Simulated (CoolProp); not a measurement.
Vapour pressure (kPa) of ethanol: the reference equation beside estimates from Tc = 514.7 K, pc = 6268 kPa, ω = 0.644. Clausius-Clapeyron is anchored at 369.8 K with a constant enthalpy of vaporisation of 37.66 kJ/mol.

The numbers come from the reference Helmholtz-energy equation of state, Schroeder 2014 in CoolProp.

```
T (K)  reference  Lee-Kesler  Clausius-Clapeyron  van der Waals  Redlich-Kwong  Soave-Redlich-Kwong  Peng-Robinson
-----  ---------  ----------  ------------------  -------------  -------------  -------------------  -------------
311.7      16.58       15.84               20.36          574.3          141.4                15.77          17.15
331.1      42.61       42.02               47.69          804.7          257.3                41.92          44.39
350.4      96.74       96.89                   …           1088          431.3                96.89          100.5
369.8      199.6       200.8               199.6           1433              …                201.4          205.6
389.2          …       379.4               367.5           1842           1018                382.2          385.6
408.6      668.3       664.9               638.6           2318           1459                673.0          673.3
428         1109        1095                1055           2867           2017                 1114           1108
447.4       1747        1714                1670           3489           2705                 1751           1737
466.7       2624        2572                2538           4186           3530                 2631           2609
```

What belongs in the gaps?


- 350.4, Clausius-Clapeyron: 101.3
- 369.8, Redlich-Kwong: 680.2
- 389.2, reference: 378.5

Absolute difference from the reference over all 9 rows, mean and median: Lee-Kesler 1.4 and 1.3 %, Clausius-Clapeyron 6.6 and 4.4 %, van der Waals 860.7 and 386.7 %, Redlich-Kwong 255.8 and 169.0 %, Soave-Redlich-Kwong 1.1 and 0.7 %, Peng-Robinson 2.0 and 1.9 %.
